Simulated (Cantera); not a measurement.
Input: 1 mol Cu2O, 18 mol CO, 9.1 mol H2, equilibrated at 0.700 bar.

Equilibrium computed with Cantera from the NASA thermochemical tables; the gas is ideal and each condensed phase is pure. Candidate condensed phases: C, C6H6, C7H8, C8H18, Cu, CuO, Cu(OH)2, Cu2O, H2O; 113 gas species. The numbers say what is thermodynamically allowed, not how fast it happens.

At 1523 K, list the 6 most abundant gas species with their mole fractions, and the condensed phases.

CO 0.648, H2 0.315, H2O 0.0209, CO2 0.0160, Cu 1.72e-5, H 1.55e-5. Condensed: Cu(l).
